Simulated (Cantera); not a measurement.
A perfectly stirred reactor is fed with 5.41 % CH₄, 9.04 % O₂, 85.5 % N₂, equivalence ratio 1.2, at 1.00 bar; it is adiabatic with a 425 K inlet, and is followed from long to short residence time, starting on the burning branch (τ in s: 0.4, 0.18, 0.084, 0.038, 0.017, 0.008, 0.0036, 0.0017, 0.00075, 0.00034, 0.00016, 7.2e-05, 3.3e-05).

Detailed kinetics in Cantera: GRI-Mech 3.0 (53 species, 325 reactions).

### Question
Predict: blow-out, bracketed by the residence times tried; x(CH₄) at τ = 0.400 s; x(O₂) at τ = 0.400 s; x(H₂O) at τ = 0.400 s; x(NO) at τ = 0.400 s; x(CO₂) at τ = 0.400 s; x(CH₄) at τ = 3.60 ms; x(O₂) at τ = 3.60 ms.

### Answer
```json
{
 "blow_out_bracketed_by_the_residence_times_tried": "burning at 84.0 ms, out at 38.0 ms",
 "x(CH₄) at τ = 0.400 s": "0.00182",
 "x(O₂) at τ = 0.400 s": "0.00210",
 "x(H₂O) at τ = 0.400 s": "0.0903",
 "x(NO) at τ = 0.400 s": "1.46e-7",
 "x(CO₂) at τ = 0.400 s": "0.0336",
 "x(CH₄) at τ = 3.60 ms": "0.0541",
 "x(O₂) at τ = 3.60 ms": "0.0904"
}
```
